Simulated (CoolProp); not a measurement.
A single-stage vapour-compression cycle with R22: evaporating at 268.15 K (dew point), condensing at 335.15 K (bubble point), superheat 10 K, subcooling 2 K, compressor efficiency 0.75, no pressure losses. Each further row changes one setting.

Computed with CoolProp (reference Helmholtz-energy equation of state, Kamei 1995).

```json
[
 {"case": "as stated", "cooling COP": "2.06", "pressure ratio": "6.01", "discharge temperature (K)": "391.3", "refrigerating effect (kJ/kg)": "133", "volumetric capacity (kJ/m³)": "2280"},
 {"case": "evaporating temperature 273.15 K", "cooling COP": "2.32", "pressure ratio": "5.09", "discharge temperature (K)": "386.6", "refrigerating effect (kJ/kg)": "135", "volumetric capacity (kJ/m³)": "2720"},
 {"case": "condensing temperature 330.15 K", "cooling COP": "2.32", "pressure ratio": "5.39", "discharge temperature (K)": "383.8", "refrigerating effect (kJ/kg)": "140", "volumetric capacity (kJ/m³)": "2410"},
 {"case": "subcooling 7 K", "cooling COP": "2.17", "pressure ratio": "6.01", "discharge temperature (K)": "391.3", "refrigerating effect (kJ/kg)": "140", "volumetric capacity (kJ/m³)": "2410"},
 {"case": "superheat 20 K", "cooling COP": "2.06", "pressure ratio": "6.01", "discharge temperature (K)": "402.7", "refrigerating effect (kJ/kg)": "140", "volumetric capacity (kJ/m³)": "2300"},
 {"case": "compressor efficiency 0.65", "cooling COP": "1.78", "pressure ratio": "6.01", "discharge temperature (K)": "402.3", "refrigerating effect (kJ/kg)": "133", "volumetric capacity (kJ/m³)": "2280"}
]
```
